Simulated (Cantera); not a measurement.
BN + H2O + H2 (nitride etching)

Charge: 1 mol BN, 3 mol H2O, a varied amount of H2, held at 1523 K and 2.90e-5 bar.

Equilibrium computed with Cantera from the NASA thermochemical tables; the gas is ideal and each condensed phase is pure. Candidate condensed phases: B, BN, B2O3, B3O3H3, H2O; 39 gas species. Kinetics and transport are ignored.

```csv
n(H2) (mol),x H2,x H2O,x HBO2,x N2,x B2O3,x H
0.66,0.461,0.222,0.200,0.107,0.00707,0.00291
0.95,0.492,0.209,0.188,0.101,0.00665,0.00301
1.4,0.534,0.191,0.172,0.0924,0.00609,0.00314
2,0.580,0.172,0.155,0.0832,0.00548,0.00327
2.8,0.629,0.152,0.137,0.0734,0.00483,0.00340
4,0.684,0.129,0.116,0.0624,0.00409,0.00355
5.8,0.741,0.106,0.0947,0.0509,0.00333,0.00369
8.2,0.791,0.0850,0.0760,0.0409,0.00267,0.00382
12,0.840,0.0649,0.0578,0.0312,0.00202,0.00393
17,0.877,0.0496,0.0439,0.0238,0.00153,0.00402
24,0.906,0.0373,0.0328,0.0178,0.00113,0.00409
35,0.931,0.0270,0.0234,0.0128,0.000799,0.00414
```
x: gas mole fraction; nothing condenses.

From 0.66 mol H2 to 35 mol H2 nothing is condensed. The main B-bearing gas is HBO2 throughout.
